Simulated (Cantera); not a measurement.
A perfectly stirred reactor is fed with N2O : N2 = 1 : 0.35 (molar parts), at 13300 Pa; it is held at 1175 K, and followed from long to short residence time.

Model: GRI-Mech 3.0 (53 species, 325 reactions), integrated in Cantera. GRI-Mech 3.0 was tuned for natural gas; its chemistry of N2O as a main component is partial and can be far from experiment. The mechanism lacks the step 2 NO + O2 → 2 NO2, which can matter for NO2 below about 1400 K. The temperature is held fixed by assumption; the heat of reaction is taken as removed at once.

Question: What does this change do: temperature 1175 to 1348 K?

Answer: 
```tsv
quantity	before	after
x(N2O) at τ = 1.00 s	0.693	0.319
x(O) at τ = 1.00 s	1.22e-6	1.32e-5
x(O2) at τ = 1.00 s	0.0157	0.128
x(NO2) at τ = 1.00 s	4.55e-6	6.09e-5
x(NO) at τ = 1.00 s	0.00329	0.0513
x(N2O) at τ = 84.0 ms	0.736	0.665
x(O) at τ = 84.0 ms	1.22e-6	1.38e-5
x(O2) at τ = 84.0 ms	0.00141	0.0228
x(NO2) at τ = 84.0 ms	1.74e-7	9.19e-6
x(NO) at τ = 84.0 ms	0.000295	0.00940
```

Question: What does this change do: N2O 1 to 0.35 parts?

Answer: 
```tsv
quantity	before	after
x(N2O) at τ = 1.00 s	0.693	0.470
x(O) at τ = 1.00 s	1.22e-6	1.22e-6
x(O2) at τ = 1.00 s	0.0157	0.0107
x(NO2) at τ = 1.00 s	4.55e-6	3.08e-6
x(NO) at τ = 1.00 s	0.00329	0.00224
x(N2O) at τ = 84.0 ms	0.736	0.497
x(O) at τ = 84.0 ms	1.22e-6	1.22e-6
x(O2) at τ = 84.0 ms	0.00141	0.000950
x(NO2) at τ = 84.0 ms	1.74e-7	1.18e-7
x(NO) at τ = 84.0 ms	0.000295	0.000199
```
